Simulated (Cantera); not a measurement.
Input: 1 mol SiO₂, 0.0049 mol C, 0.014 mol N₂, held at 1748 K and 75.0 Torr.

Cantera equilibrium calculation (NASA polynomials, part measured and part estimated; ideal gas, pure solids and liquids). Candidate condensed phases: C, Si, SiC, SiO₂, Si₂N₂O, Si₃N₄; 34 gas species. Mutual solubility and eutectic melting of coexisting phases are not modelled. The tables hold silica as quartz up to 1696 K and as liquid above; real silica turns to tridymite and cristobalite and melts near 1996 K. Kinetics and transport are ignored.

Task: What is the equilibrium state?

Result: 
```json
{
  "x(N₂)": "0.706",
  "x(CO)": "0.278",
  "x(SiO)": "0.0156",
  "x(CO₂)": "3.79e-5",
  "n(SiO₂(condensed))": "0.997 mol",
  "n(Si₂N₂O(s))": "0.00154 mol",
  "gas_amount": "0.01763 mol",
  "log10 activity of C(graphite) (absent)": "-1.68",
  "log10 activity of Si(l) (absent)": "-2.33"
}
```
